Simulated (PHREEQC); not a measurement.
Make-up at 6.7 °C: 0.048 mol/kgw KOH, 0.027 mol/kgw K2SO4 and 0.00037 mol/kgw KH2PO4. Closed to the air; pH follows from the charge balance.

Equilibrium calculation in PHREEQC: ion-association model, wateq4f.dat.

The ionic strength comes out as 0.123 mol/kgw. What activity coefficients do KHPO4-, HPO4-2, OH-, SO4-2, KSO4- get?

KHPO4- 0.78, HPO4-2 0.36, OH- 0.75, SO4-2 0.36, KSO4- 0.78.

Precipitation was switched off in this run. Complexes and solids missing from the database can't appear. H3PO4, which wateq4f.dat lacks, is added to it with the constant of phreeqc.dat. At this temperature some constants are extrapolated from 25 °C, and those without enthalpy data are left unchanged.
